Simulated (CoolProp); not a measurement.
Aqueous ethanol as a coolant, 25 % by mass, freezing at -15.4 °C, 1 atm.

The numbers come from the Melinder's fits for secondary coolants in CoolProp.

```tsv
T (°C)	density (kg/m³)	viscosity (mPa s)	cp (kJ/(kg K))	conductivity (W/(m K))
-2.2	971.6	6.89	4.280	…
1.8	970.2	5.53	4.283	0.423
5.8	968.6	4.51	4.284	…
9.7	966.9	…	4.285	0.430
13.7	965.1	3.14	4.286	0.433
17.7	963.1	…	4.286	0.436
21.6	961.1	2.30	4.287	0.439
25.6	958.9	2.00	4.288	0.442
29.6	956.6	1.75	4.291	0.445
33.5	954.3	…	4.294	0.448
37.5	951.8	1.37	4.300	0.451
```

Problem. Fill in the missing entries.

Solution. 
- -2.2, conductivity (W/(m K)): 0.420
- 5.8, conductivity (W/(m K)): 0.427
- 9.7, viscosity (mPa s): 3.75
- 17.7, viscosity (mPa s): 2.67
- 33.5, viscosity (mPa s): 1.55
